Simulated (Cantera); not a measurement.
Feed: 1 mol CaCO3, 0.23 mol H2O, 0.17 mol CO2, at 1300 K and 5.20 bar.

Method: chemical equilibrium by Gibbs-energy minimisation in Cantera with the NASA 1993 tables (ideal gas, pure condensed phases). Candidate condensed phases: C, C6H6, C7H8, C8H18, Ca, CaCO3, CaO, Ca(OH)2, H2O; 115 gas species. Equilibrium is a limit: real reactors are often held back by kinetics, nucleation or transport.

Question: What is the equilibrium state?

Answer: 
```json
{
  "x(CO2)": "0.836",
  "x(H2O)": "0.164",
  "x(CO)": "1.79e-5",
  "x(O2)": "9.78e-6",
  "x(H2)": "2.00e-6",
  "n(CaO(s))": "1.00 mol",
  "gas_amount": "1.400 mol",
  "log10 activity of C(graphite) (absent)": "-10.99",
  "log10 activity of Ca(l) (absent)": "-17.85"
}
```
